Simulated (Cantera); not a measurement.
## Silicon epitaxy and polysilicon growth: SiHCl3 + HCl + N2

Feed: 1 mol SiHCl3, 0.22 mol HCl, 5.6 mol N2, equilibrated at 54.0 Torr.

Method: chemical equilibrium by Gibbs-energy minimisation in Cantera with the NASA 1993 tables (ideal gas, pure condensed phases). Candidate condensed phases: NH4Cl, Si, Si3N4; 28 gas species. N2 is the only nitrogen source here; it is nearly inert below about 1500 K, so the nitride shown seldom forms there in practice. The tables' values for SiCl3 are old estimates; treat these amounts as uncertain. Kinetics and transport are ignored.

From 1048 K to 1348 K the condensed part is Si3N4(s). The main Si-bearing gas is SiCl4 throughout.

```csv
T (K),x N2,x HCl,x SiCl4,x H2,x SiCl3,n Si3N4(s)
1048,0.764,0.132,0.0824,0.0215,0.000109,0.142
1073,0.763,0.133,0.0821,0.0209,0.000170,0.142
1098,0.763,0.134,0.0817,0.0204,0.000258,0.143
1123,0.763,0.135,0.0814,0.0199,0.000386,0.143
1148,0.763,0.136,0.0810,0.0195,0.000565,0.143
1173,0.763,0.137,0.0805,0.0191,0.000815,0.144
1198,0.762,0.137,0.0800,0.0187,0.00115,0.144
1223,0.762,0.138,0.0794,0.0183,0.00161,0.144
1248,0.762,0.139,0.0786,0.0180,0.00221,0.144
1273,0.761,0.139,0.0777,0.0177,0.00300,0.143
1298,0.761,0.139,0.0765,0.0174,0.00400,0.142
1323,0.761,0.140,0.0749,0.0172,0.00525,0.141
1348,0.760,0.140,0.0729,0.0170,0.00679,0.139
```
x: gas mole fraction; n: condensed amount in mol.
